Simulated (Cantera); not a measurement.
## Equilibrium for silicon nitride deposition: SiH2Cl2 + N2

Charge: 1 mol SiH2Cl2, a varied amount of N2, held at 877 °C and 0.750 Torr.

These are equilibrium values from Cantera (NASA tables, ideal gas, pure condensed phases), not measurements of a reactor. Candidate condensed phases: NH4Cl, Si, Si3N4; 28 gas species. N2 is the only nitrogen source here; it is nearly inert below about 1500 K, so the nitride shown seldom forms there in practice. The tables' values for SiCl3 are old estimates; treat these amounts as uncertain. Equilibrium is a limit: real reactors are often held back by kinetics, nucleation or transport.

From 1.1 mol N2 to 19 mol N2 the condensed part is Si3N4(s). The main Si-bearing gas is SiCl4 throughout. The share of Si in condensed phases is highest at 19 mol N2 (88.0 %) and lowest at 1.1 mol N2 (78.4 %).

```json
[
 {"n(N2) (mol)": "1.1", "x N2": "0.243", "x HCl": "0.488", "x H2": "0.177", "x SiCl4": "0.0838", "n Si3N4(s)": "0.261"},
 {"n(N2) (mol)": "1.7", "x N2": "0.391", "x HCl": "0.415", "x H2": "0.128", "x SiCl4": "0.0607", "n Si3N4(s)": "0.268"},
 {"n(N2) (mol)": "2.5", "x N2": "0.517", "x HCl": "0.342", "x H2": "0.0932", "x SiCl4": "0.0440", "n Si3N4(s)": "0.273"},
 {"n(N2) (mol)": "3.8", "x N2": "0.638", "x HCl": "0.266", "x H2": "0.0636", "x SiCl4": "0.0299", "n Si3N4(s)": "0.278"},
 {"n(N2) (mol)": "5.6", "x N2": "0.731", "x HCl": "0.203", "x H2": "0.0433", "x SiCl4": "0.0203", "n Si3N4(s)": "0.282"},
 {"n(N2) (mol)": "8.4", "x N2": "0.807", "x HCl": "0.150", "x H2": "0.0282", "x SiCl4": "0.0131", "n Si3N4(s)": "0.286"},
 {"n(N2) (mol)": "13", "x N2": "0.868", "x HCl": "0.105", "x H2": "0.0174", "x SiCl4": "0.00798", "n Si3N4(s)": "0.290"},
 {"n(N2) (mol)": "19", "x N2": "0.907", "x HCl": "0.0760", "x H2": "0.0112", "x SiCl4": "0.00509", "n Si3N4(s)": "0.293"}
]
```
x: gas mole fraction; n: condensed amount in mol.
